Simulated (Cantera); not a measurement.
Feed: 1 mol Pb, 7.3 mol CO, 31 mol H₂, at 502 °C and 0.000800 bar.

Equilibrium computed with Cantera from the NASA thermochemical tables; the gas is ideal and each condensed phase is pure. The numbers say what is thermodynamically allowed, not how fast it happens.

```
species            before    after
----------------  -------  -------
H₂                  0.812    0.901
CO                  0.176   0.0932
H₂O               0.00517  0.00303
CO₂               0.00567  0.00158
Pb                3.11e-5  3.11e-5
CH₄               0.00108  0.00133
C(graphite), mol    0.369    0.112
Pb(l), mol          0.999    0.999
```
Gas species are given as mole fractions.

Question: Name the change that produced these shifts.
A. CO from 7.3 to 3.4 mol
B. temperature from 502 °C to 1327 °C
C. temperature from 502 °C to 550 °C
D. temperature from 502 °C to 875 °C

Answer: A, CO from 7.3 to 3.4 mol
